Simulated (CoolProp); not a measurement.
Properties of 1-butene along the isotherm 438.9 K (Tc = 419.3 K, pc = 4.006 MPa, ω = 0.192).

Model: reference Helmholtz-energy equation of state, Lemmon 2005, in CoolProp. It is a short technical equation, of lower accuracy than the large ones.

```tsv
p (MPa)	phase	Z	cv (kJ/(kg K))	isothermal compressibility (1/MPa)	expansivity (1/kK)	fugacity coefficient
5.01	supercritical	0.4104	2.204	0.7392	37.83	0.6384
10	supercritical	0.3842	2.066	0.02791	5.417	…
15	supercritical	0.5244	2.052	0.01340	3.397	0.3219
20	supercritical	0.6623	2.049	0.008883	2.642	0.2861
25	supercritical	0.7968	2.048	0.006668	2.225	0.2692
30	supercritical	0.9280	2.050	0.005348	1.954	0.2625
35.1	supercritical	1.059	2.052	0.004457	…	0.2621
40.1	supercritical	1.185	…	0.003835	1.612	0.2664
```

Problem. Complete the blanks.

Solution. 
- 10, fugacity coefficient: 0.4024
- 35.1, expansivity (1/kK): 1.757
- 40.1, cv (kJ/(kg K)): 2.054
